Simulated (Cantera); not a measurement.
What does this Cantera script print?

```python
import numpy as np
import cantera as ct

gas_names = [...]  # 116 gases of nasa_gas.yaml made of C, H, Mg, O
cond_names = """
    C(gr) C6H6(L) C7H8(L) C8H18(L),n-octa H2O(s) H2O(L) Mg(cr) Mg(L) MgCO3(s) MgO(s) MgO(L) MgO2H2(s)
""".split()


# ... load() reads the species with a 1 bar reference pressure and builds the phases ...
atoms = {
    'MgO': {'Mg': 1, 'O': 1},
    'CO': {'C': 1, 'O': 1},
    'H2': {'H': 2},
}
top_T = {'C(gr)': 4500}  # K; cautious upper limits of use, not melting points


# ... equilibrate(T, P, feed) seeds the gas with the atoms and calls Mixture.equilibrate('TP', solver="vcs", rtol=1e-11, max_steps=5000) ...
results = []
feed = {'MgO': 1, 'CO': 17, 'H2': 17}  # mol
T = 1975  # K
P = 10  # Pa
mix = equilibrate(T, P, feed)
results.append((T, P, feed, dict(zip(mix.species_names, mix.species_moles))))
print(gas.report(threshold=0.0001))
for i in range(1, mix.n_phases):
    print(f"{mix.phase(i).name:16s} {mix.phase_moles(i):12.5e} mol")
```

Output:

```
       temperature   1975 K
          pressure   10 Pa
           density   9.1653e-06 kg/m^3
  mean mol. weight   15.05 kg/kmol
   phase of matter   gas

                          1 kg             1 kmol
                     ---------------   ---------------
          enthalpy         1.151e+06        1.7322e+07  J
   internal energy             59886         9.013e+05  J
           entropy             20315        3.0575e+05  J/K
    Gibbs function       -3.8972e+07       -5.8654e+08  J
 heat capacity c_p            2264.9             34087  J/K
 heat capacity c_v            1712.4             25773  J/K

                      mass frac. Y      mole frac. X     chem. pot. / RT
                     ---------------   ---------------   ---------------
                CO           0.85443           0.45911            -44.38
               CO2          0.015961         0.0054586           -70.011
                 H         0.0057941          0.086512           -14.784
                H2          0.053545           0.39974           -29.568
               H2O          0.025552          0.021347           -55.199
                Mg          0.044114          0.027317           -24.336
                OH        0.00049749        0.00044025           -40.415
     [ +109 minor]        0.00010411        8.2308e-05

C(gr)             0.00000e+00 mol
Mg(L)             0.00000e+00 mol
MgO(s)            0.00000e+00 mol
```

Cantera equilibrium calculation (NASA polynomials, part measured and part estimated; ideal gas, pure solids and liquids).
